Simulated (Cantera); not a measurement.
Input: 1 mol Si2Cl6, a varied amount of NH3, held at 775 K and 13.3 mbar.

Cantera equilibrium calculation (NASA polynomials, part measured and part estimated; ideal gas, pure solids and liquids). Candidate condensed phases: NH4Cl, Si, Si3N4; 28 gas species. The feed counts by its element totals alone. Kinetics and transport are ignored.

### Question
What share of the Si ends up in condensed phases as a function of n(NH3) (mol), at 2.2, 3.1, 4.6, 6.6, 9.7, 14, 21, 30, 43?

### Answer
```csv
n(NH3) (mol),Si condensed (%),as
2.2,51.5,Si3N4(s)
3.1,59.6,Si3N4(s)
4.6,70.4,Si3N4(s)
6.6,80.7,Si3N4(s)
9.7,90.4,Si3N4(s)
14,96.1,Si3N4(s)
21,98.8,Si3N4(s)
30,99.6,Si3N4(s)
43,99.9,Si3N4(s)
```
